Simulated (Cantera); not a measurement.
Input (Python, Cantera) and output of one run.

```python
import numpy as np
import cantera as ct

gas_names = """
    Fe FeO Fe(OH)2 H HNO HNO2 HNO3 HO2 H2 H2O H2O2 H2S H2SO4 N NH NH2 NH3 NH2OH NO NO2 NO3 N2 N2H2 N2H4
    N2O O OH O2 O3 S SH SN SO SO2 SO3 S2 S2O S8
""".split()
cond_names = """
    Fe(a) Fe(c) Fe(d) Fe(L) FeO(s) FeO(L) Fe(OH)2(s) Fe(OH)3(s) FeS(a) FeS(b) FeS(c) FeS(L) FeSO4(s)
    FeS2(s) Fe2O3(s) Fe2S3O12(s) Fe3O4(s) H2O(s) H2O(L) H2SO4(L) S(cr1) S(cr2) S(L)
""".split()


# ... load() reads the species with a 1 bar reference pressure and builds the phases ...
atoms = {
    'Fe': {'Fe': 1},
    'NH3': {'N': 1, 'H': 3},
    'H2': {'H': 2},
    'SO2': {'S': 1, 'O': 2},
}
top_T = {'FeSO4(s)': 950, 'FeS2(s)': 1010, 'Fe2O3(s)': 1830, 'Fe2S3O12(s)': 1100, 'Fe3O4(s)': 1870}  # K; cautious upper limits of use, not melting points


# ... equilibrate(T, P, feed) seeds the gas with the atoms and calls Mixture.equilibrate('TP', solver="vcs", rtol=1e-11, max_steps=5000) ...
results = []
feed = {'Fe': 1, 'NH3': 0.68, 'H2': 7.9, 'SO2': 0.012}  # mol
P = 550000  # Pa
for T in [798, 898, 998, 1098, 1198, 1298, 1398, 1498, 1598, 1698]:
    mix = equilibrate(T, P, feed)
    results.append((T, P, feed, dict(zip(mix.species_names, mix.species_moles))))

top = {s: max(r[3][s] / sum(r[3][g] for g in gas_names) for r in results) for s in gas_names}
cols = sorted((s for s in top if top[s] > 1e-06), key=lambda s: -top[s])[:9]
seen = [c for c in cond_names if any(r[3].get(c, 0) > 1e-12 for r in results)]
print("log10 of partial pressures in bar; condensed amounts in mol")
print(f"{'T/K':>10s}" + "".join(f"{s[:9]:>10s}" for s in cols + seen))
for T, P, feed, n in results:
    ng = sum(n[g] for g in gas_names)
    print(f"{T:10.4g}" + "".join(f"{np.log10(max(n[s] / ng * P / 1e5, 1e-99)):10.3f}" for s in cols)
          + "".join(f"{n.get(c, 0):10.4g}" for c in seen))
```

It prints:

```
log10 of partial pressures in bar; condensed amounts in mol
       T/K        H2        N2       NH3       H2O       H2S         H        SH        Fe     Fe(a)     Fe(c)     Fe(d)    FeS(c)
       798     0.722    -0.711    -1.788    -1.845    -3.102   -11.213   -10.853   -19.257    0.9893         0         0   0.01067
       898     0.722    -0.701    -2.177    -1.846    -2.624    -9.600    -9.180   -16.257     0.992         0         0  0.008001
       998     0.722    -0.698    -2.495    -1.846    -2.243    -8.306    -7.841   -13.870    0.9976         0         0  0.002382
      1098     0.722    -0.697    -2.758    -1.846    -2.147    -7.246    -6.960   -11.934         1         0         0         0
      1198     0.722    -0.696    -2.979    -1.846    -2.147    -6.360    -6.306   -10.334         0         1         0         0
      1298     0.722    -0.695    -3.167    -1.846    -2.147    -5.609    -5.753    -8.987         0         1         0         0
      1398     0.722    -0.695    -3.329    -1.846    -2.147    -4.964    -5.278    -7.836         0         1         0         0
      1498     0.722    -0.695    -3.470    -1.846    -2.148    -4.404    -4.867    -6.842         0         1         0         0
      1598     0.722    -0.695    -3.592    -1.846    -2.149    -3.913    -4.509    -5.976         0         1         0         0
      1698     0.722    -0.695    -3.701    -1.846    -2.151    -3.479    -4.194    -5.215         0         0         1         0
```

Method: chemical equilibrium by Gibbs-energy minimisation in Cantera with the NASA 1993 tables (ideal gas, pure condensed phases). FeS: taken at fixed stoichiometry. Condensed phases not in the tables: Fe4N.
